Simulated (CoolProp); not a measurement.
Tetrahydrofuran at 238.89 K and 5.32 MPa is throttled through a valve to 2.13 MPa with no heat exchange. Each further row changes one setting.

Model: reference Helmholtz-energy equation of state, Fiedler 2023, in CoolProp.

```tsv
case	temperature change (K)	final density (kg/m³)
as stated	+1.6	945
outlet pressure 0.639 MPa	+2.4	944
outlet pressure 2.77 MPa	+1.3	946
```
